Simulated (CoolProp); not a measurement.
Properties of isobutane along the isobar 0.101 MPa (Tc = 407.8 K, pc = 3.629 MPa, ω = 0.184).

Values from CoolProp's reference Helmholtz-energy equation of state, Bücker 2006.

```
T (K)   phase         Z  cp (kJ/(kg K))  cv (kJ/(kg K))  Prandtl number  fugacity coefficient
-----  ------  --------  --------------  --------------  --------------  --------------------
249.3  liquid  0.004665           2.164           1.505            5.29                0.5925
262.9     gas    0.9596             ___           1.379           0.769                   ___
276.4     gas    0.9660             ___           1.436           0.760                0.9672
290       gas    0.9711           1.658           1.495           0.754                0.9719
303.6     gas    0.9752           1.716           1.556             ___                0.9758
317.2     gas    0.9785           1.775           1.618           0.747                0.9789
330.7     gas    0.9812             ___           1.681           0.745                0.9816
344.3     gas    0.9836           1.898           1.744           0.743                0.9838
```

### Question
Fill in the missing entries.

### Answer

- 262.9, cp (kJ/(kg K)): 1.552
- 262.9, fugacity coefficient: 0.9613
- 276.4, cp (kJ/(kg K)): 1.603
- 303.6, Prandtl number: 0.750
- 330.7, cp (kJ/(kg K)): 1.836

Viscosity comes from a separate model (Vogel 2000). Thermal conductivity comes from a separate model (Perkins 2002).
